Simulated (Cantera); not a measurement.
Predominance diagram of Li at 1625 K against the partial pressures of O2 and H2O (log10, bar). Source: NASA polynomial tables (part measured, part estimated), evaluated in Cantera. Candidates: Li(l), LiH(l), LiOH(l), Li2O(s). Only these pure phases compete in this equilibrium. Not in the tables: the peroxide.

Which phase is stable at these pairs, and which metal-bearing vapour leads over it? (-15.3, -7); (-11.5, -3); (-3.8, -1); (-5.1, -3); (-3.8, -7); (0, -2); (-16.6, -8)


```tsv
log p(O2)	log p(H2O)	phase	chief vapour	log p (bar)
-15.3	-7	Li2O(s)	Li	-2.3
-11.5	-3	Li2O(s)	LiOH	-2.5
-3.8	-1	Li2O(s)	LiOH	-1.5
-5.1	-3	Li2O(s)	LiOH	-2.5
-3.8	-7	Li2O(s)	LiOH	-4.5
0	-2	Li2O(s)	LiOH	-2.0
-16.6	-8	Li2O(s)	Li	-2.0
```
